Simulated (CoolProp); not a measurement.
Vapour-liquid equilibrium of C3F8 (R218) (1) + c-C4F8 (RC318) (2) at 754 kPa; x and y are mole fractions of (1).

The numbers come from the multi-fluid Helmholtz-energy mixture model, Lemmon 2006 and Platzer 1990; pair parameters Bell 2016 in CoolProp. This equation is an older, rougher fit; its heat capacities, sound speeds and derivatives of the liquid may be far off and weren't checked against measurements.

```
x     bubble temperature, mixture model (K)  bubble temperature, Raoult's law (K)  y, mixture model  y, Raoult's law
----  -------------------------------------  ------------------------------------  ----------------  ---------------
0.05                                  328.2                                 326.2             0.065            0.115
0.2                                   324.6                                 318.8             0.280            0.388
0.35                                  319.4                                 312.6             0.495            0.583
0.5                                   313.1                                 307.1             0.679            0.727
0.65                                  306.5                                 302.3             0.820            0.835
0.8                                   300.3                                 298.0             0.918            0.917
0.95                                  294.7                                 294.2             0.983            0.982
```

The largest gap from Raoult's law is +6.8 K in bubble temperature, at x = 0.35. No azeotrope shows between x = 0.05 and 0.95.

The pair parameters rest on a limited set of measurements; away from them the model extrapolates.
